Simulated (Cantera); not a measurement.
A perfectly stirred reactor is fed with 6.25 % H2, 3.47 % O2, 90.3 % N2, at 82.5 Torr; it is held at 1123 K, and followed from long to short residence time.

Computed with Cantera and the H2/O2 subset of GRI-Mech 3.0, which has no nitrogen chemistry. The temperature is held fixed by assumption; the heat of reaction is taken as removed at once.

x: mole fraction; the columns are a selection and need not sum to one.

| τ (s) | x H2 | x O2 | x HO2 | x H2O | x O | x H | x OH |
|---|---|---|---|---|---|---|---|
| 8.7 | 0.000332 | 0.00373 | ___ | 0.0641 | 3.16e-5 | 8.60e-5 | 9.56e-5 |
| 3.7 | 0.000559 | 0.00385 | ___ | 0.0638 | 5.51e-5 | 0.000191 | 0.000126 |
| 1.6 | 0.000910 | 0.00405 | ___ | 0.0633 | 9.44e-5 | 0.000407 | 0.000165 |
| 0.70 | 0.00142 | 0.00436 | ___ | 0.0625 | 0.000159 | 0.000824 | 0.000213 |
| 0.30 | 0.00216 | 0.00486 | ___ | 0.0612 | 0.000267 | 0.00162 | 0.000276 |
| 0.13 | 0.00313 | 0.00557 | ___ | 0.0595 | 0.000439 | 0.00297 | 0.000351 |
| 0.057 | 0.00433 | 0.00654 | ___ | 0.0570 | 0.000699 | 0.00511 | 0.000440 |
| 0.024 | 0.00590 | 0.00791 | ___ | 0.0535 | 0.00110 | 0.00842 | 0.000548 |
| 0.011 | 0.00763 | 0.00948 | ___ | 0.0495 | 0.00158 | 0.0123 | 0.000654 |
| 0.0046 | 0.0102 | 0.0116 | ___ | 0.0441 | 0.00216 | 0.0171 | 0.000772 |
| 0.0020 | 0.0140 | 0.0141 | ___ | 0.0382 | 0.00258 | 0.0206 | 0.000866 |

Some entries are withheld; supply them.


- 8.7, x HO2: 2.72e-7
- 3.7, x HO2: 3.05e-7
- 1.6, x HO2: 3.37e-7
- 0.70, x HO2: 3.73e-7
- 0.30, x HO2: 4.20e-7
- 0.13, x HO2: 4.83e-7
- 0.057, x HO2: 5.62e-7
- 0.024, x HO2: 6.68e-7
- 0.011, x HO2: 7.80e-7
- 0.0046, x HO2: 9.23e-7
- 0.0020, x HO2: 1.08e-6
